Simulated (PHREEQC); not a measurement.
PHREEQC input (ion-association model, phreeqc.dat):

```
SOLUTION 1
  temp 25
  units mol/kgw
  pH 7 charge
  Cl 0.18
  K 0.18
END
SELECTED_OUTPUT 1
  -reset false
  -pH true
  -pe true
  -ionic_strength true
  -water true
  -totals Cl K Ntg
  -molalities H+ K+ Cl- OH-
  -saturation_indices Sylvite
USER_PUNCH 1
  -headings p_Ntg(g) phi_Ntg(g) p_H2O(g) phi_H2O(g) density
  10 PUNCH PR_P("Ntg(g)"), PR_PHI("Ntg(g)"), PR_P("H2O(g)"), PR_PHI("H2O(g)"), RHO
PRINT
  -reset false
USE solution 1
REACTION_TEMPERATURE 1
  10
GAS_PHASE 1
  -fixed_pressure
  -pressure 10
  -temperature 10
  -volume 20
  Ntg(g) 10
  H2O(g) 0
END
# ... the last block is repeated for the other 8 points of T (°C)
```

Selected output (columns that matter, 9 of 9 rows; T (°C) added in front):

```
T (°C)	pH	mu	Cl	K	Ntg	m_H+	m_K+	m_Cl-	si_Sylvite	p_Ntg(g)	phi_Ntg(g)	p_H2O(g)	phi_H2O(g)	density
10	7.2411	0.18004	0.18004	0.18004	0.0080204	7.1279e-08	0.18004	0.18004	-2.5893	9.9873	0.99392	0.012693	0.96868	1.0087
20	7.0574	0.18007	0.18006	0.18006	0.0067622	1.0912e-07	0.18006	0.18006	-2.6465	9.9761	0.99511	0.023943	0.97144	1.007
30	6.8914	0.18011	0.18011	0.18011	0.0058843	1.6044e-07	0.18011	0.18011	-2.7006	9.9569	0.99614	0.043143	0.97373	1.0044
40	6.741	0.18019	0.18019	0.18019	0.0052633	2.2761e-07	0.18019	0.18019	-2.7518	9.9254	0.99705	0.074597	0.97551	1.0008
50	6.6047	0.18031	0.18031	0.18031	0.0048212	3.1276e-07	0.18031	0.18031	-2.8005	9.8757	0.99785	0.12426	0.97677	0.99661
60	6.4809	0.18049	0.18049	0.18049	0.0045067	4.1765e-07	0.18049	0.18049	-2.8468	9.7999	0.99857	0.20009	0.97745	0.99177
70	6.3685	0.18075	0.18075	0.18075	0.0042837	5.4352e-07	0.18075	0.18075	-2.8908	9.6876	0.99923	0.31244	0.97751	0.98635
80	6.2664	0.18112	0.18112	0.18112	0.0041256	6.9099e-07	0.18112	0.18112	-2.9325	9.5256	0.99986	0.47437	0.97688	0.98043
90	6.1737	0.18166	0.18166	0.18166	0.0040106	8.5997e-07	0.18166	0.18166	-2.9721	9.298	1.0005	0.70202	0.97551	0.97402
```

Species that the database lacks are ignored. Away from 25 °C the constants follow the database's enthalpies or fits; those with neither stay at their 25 °C values.
